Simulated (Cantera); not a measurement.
Charge: 1 mol CS2, 0.069 mol H2, a varied amount of N2, 0.018 mol SO2, at 2650 K and 0.100 bar.

Cantera equilibrium calculation (NASA polynomials, part measured and part estimated; ideal gas, pure solids and liquids). Candidate condensed phases: C, C6H6, C7H8, C8H18, H2O, H2SO4, S; 150 gas species. The numbers say what is thermodynamically allowed, not how fast it happens.

x: gas mole fraction; nothing condenses.

```tsv
n(N2) (mol)	x N2	x CS	x S2	x S	x CS2	x H	x CO
2.2	0.563	0.216	0.0817	0.0718	0.0304	0.0132	___
2.7	0.611	0.192	0.0712	0.0671	0.0253	0.0122	___
3.3	0.656	0.170	0.0616	0.0623	0.0208	0.0112	___
4.1	0.701	0.148	0.0519	0.0572	0.0166	0.0102	___
5	0.739	0.129	0.0439	0.0526	0.0133	0.00925	___
6.2	0.777	0.110	0.0361	0.0477	0.0103	0.00829	___
7.7	0.811	0.0932	0.0293	0.0430	0.00786	0.00736	___
9.5	0.839	0.0788	0.0237	0.0387	0.00597	0.00653	___
12	0.867	0.0650	0.0184	0.0341	0.00434	0.00566	___
14	0.883	0.0570	0.0155	0.0313	0.00350	0.00514	___
18	0.905	0.0458	0.0116	0.0270	0.00242	0.00435	___
```

Task: Some entries are withheld; supply them.

Result: 
- 2.2, x CO: 0.00922
- 2.7, x CO: 0.00815
- 3.3, x CO: 0.00716
- 4.1, x CO: 0.00616
- 5, x CO: 0.00532
- 6.2, x CO: 0.00451
- 7.7, x CO: 0.00379
- 9.5, x CO: 0.00318
- 12, x CO: 0.00260
- 14, x CO: 0.00227
- 18, x CO: 0.00181
